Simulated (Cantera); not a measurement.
Input: 1 mol Nb, 0.02 mol H2O, 14 mol H2, held at 2575 K and 6.30 Torr.

Method: chemical equilibrium by Gibbs-energy minimisation in Cantera with the NASA 1993 tables (ideal gas, pure condensed phases). Candidate condensed phases: H2O, Nb, NbO, NbO2, Nb2O5; 12 gas species. Condensed phases not in the tables: N, O or C dissolved in the metal. Equilibrium is a limit: real reactors are often held back by kinetics, nucleation or transport.

Base state: H2 0.686, H 0.313, NbO 0.000895, H2O 0.000156, NbO2 6.49e-5, OH 1.61e-5, Nb 1.14e-5 (mole fractions); condensed: Nb(s).

Task: What changes in the equilibrium state with this change: temperature from 2575 K to 2123 K?

Result: 
| species | before | after |
|---|---|---|
| H2 | 0.686 | 0.960 |
| H | 0.313 | 0.0384 |
| H2O | 0.000156 | 0.00112 |
| NbO2 | 6.49e-5 | 0.000102 |
| Nb | 1.14e-5 | 8.43e-9 |
| NbO | 0.000895 | 6.54e-5 |
| OH | 1.61e-5 | 5.55e-6 |
| Nb(s), mol | 0.984 | 0.998 |
